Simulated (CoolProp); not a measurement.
A single-stage vapour-compression cycle with propane: evaporating at 193.15 K (dew point), condensing at 229.15 K (bubble point), superheat 5 K, subcooling 8 K, compressor efficiency 0.9, no pressure losses. Each further row changes one setting.

The numbers come from the reference Helmholtz-energy equation of state, Lemmon 2009 in CoolProp.

```tsv
case	cooling COP	pressure ratio	discharge temperature (K)	refrigerating effect (kJ/kg)	volumetric capacity (kJ/m³)
as stated	4.40	7.14	266.7	408	144
evaporating temperature 198.15 K	5.34	5.17	260.7	[?]	197
condensing temperature 224.15 K	5.19	5.67	258.3	419	148
subcooling 13 K	4.51	7.14	266.7	419	148
superheat 15 K	[?]	7.14	277.7	421	[?]
compressor efficiency 0.8	3.91	7.14	274.1	408	144
```

Q: What belongs in the gaps?

A: 
- evaporating temperature 198.15 K, refrigerating effect (kJ/kg): 414
- superheat 15 K, cooling COP: 4.33
- superheat 15 K, volumetric capacity (kJ/m³): 141
